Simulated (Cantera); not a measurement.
A Cantera script and what it prints.

```python
import numpy as np
import cantera as ct

gas_names = [...]  # 113 gases of nasa_gas.yaml made of C, H, O, Pb
cond_names = """
    C(gr) C6H6(L) C7H8(L) C8H18(L),n-octa H2O(s) H2O(L) Pb(cr) Pb(L) PbO(rd) PbO(yw) PbO(L) PbO2(s)
    Pb3O4(s)
""".split()


# ... load() reads the species with a 1 bar reference pressure and builds the phases ...
atoms = {
    'Pb': {'Pb': 1},
    'CO': {'C': 1, 'O': 1},
    'H2': {'H': 2},
}
top_T = {'C(gr)': 4500, 'Pb3O4(s)': 820}  # K; cautious upper limits of use, not melting points


# ... equilibrate(T, P, feed) seeds the gas with the atoms and calls Mixture.equilibrate('TP', solver="vcs", rtol=1e-11, max_steps=5000) ...
results = []
feed = {'Pb': 1, 'CO': 2.9, 'H2': 0.89}  # mol
P = 1000  # Pa
for T in [1023, 1123, 1223, 1323, 1423, 1523, 1623]:
    mix = equilibrate(T, P, feed)
    results.append((T, P, feed, dict(zip(mix.species_names, mix.species_moles))))

top = {s: max(r[3][s] / sum(r[3][g] for g in gas_names) for r in results) for s in gas_names}
cols = sorted((s for s in top if top[s] > 0.001), key=lambda s: -top[s])[:5]
seen = [c for c in cond_names if any(r[3].get(c, 0) > 1e-12 for r in results)]
print("log10 of partial pressures in bar; condensed amounts in mol")
print(f"{'T/K':>10s}" + "".join(f"{s[:9]:>10s}" for s in cols + seen))
for T, P, feed, n in results:
    ng = sum(n[g] for g in gas_names)
    print(f"{T:10.4g}" + "".join(f"{np.log10(max(n[s] / ng * P / 1e5, 1e-99)):10.3f}" for s in cols)
          + "".join(f"{n.get(c, 0):10.4g}" for c in seen))
```

Output:

```
log10 of partial pressures in bar; condensed amounts in mol
       T/K        CO        H2        Pb       CO2     C(gr)     Pb(L)
      1023    -2.119    -2.630    -4.574    -4.684  0.009533    0.9899
      1123    -2.125    -2.637    -3.738    -5.468  0.001694    0.9295
      1223    -2.158    -2.671    -3.042    -6.177 0.0003762    0.6217
      1323    -2.218    -2.731    -2.680    -6.839 9.614e-05         0
      1423    -2.218    -2.731    -2.680    -7.302 2.811e-05         0
      1523    -2.218    -2.731    -2.680    -7.646         0         0
      1623    -2.218    -2.731    -2.680    -7.747         0         0
```

Equilibrium computed with Cantera from the NASA thermochemical tables; the gas is ideal and each condensed phase is pure.
